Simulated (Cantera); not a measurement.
Feed: 1 mol Al₂O₃, 180 mol H₂, 2.5 mol H₂O, at 1577 °C and 1 atm.

Equilibrium computed with Cantera from the NASA thermochemical tables; the gas is ideal and each condensed phase is pure. Candidate condensed phases: Al, Al₂O₃, H₂O; 19 gas species. Gases not in the tables: Al(OH)₃. Rates play no part.

Base state: H₂ 0.986, H₂O 0.0137, H 0.000531 (mole fractions); condensed: Al₂O₃(s).

What changes in the equilibrium state with this change: Al₂O₃ replaced by FeS₂?


```json
[
 {"species": "H₂", "before": "0.986", "after": "0.975"},
 {"species": "H₂O", "before": "0.0137", "after": "0.0137"},
 {"species": "H₂S", "before": "0", "after": "0.0101"},
 {"species": "SH", "before": "0", "after": "0.000553"},
 {"species": "Fe", "before": "0", "after": "5.78e-5"},
 {"species": "S₂", "before": "0", "after": "0.000126"},
 {"species": "S", "before": "0", "after": "1.23e-5"},
 {"species": "H", "before": "0.000531", "after": "0.000528"},
 {"species": "Al₂O₃(s), mol", "before": "1.000", "after": "0"},
 {"species": "Fe(l), mol", "before": "0", "after": "0.989"}
]
```
Further candidate phases: Fe, FeO, Fe(OH)₂, Fe(OH)₃, FeS, FeSO₄, FeS₂, Fe₂O₃, Fe₂(SO₄)₃, Fe₃O₄, H₂SO₄, S.
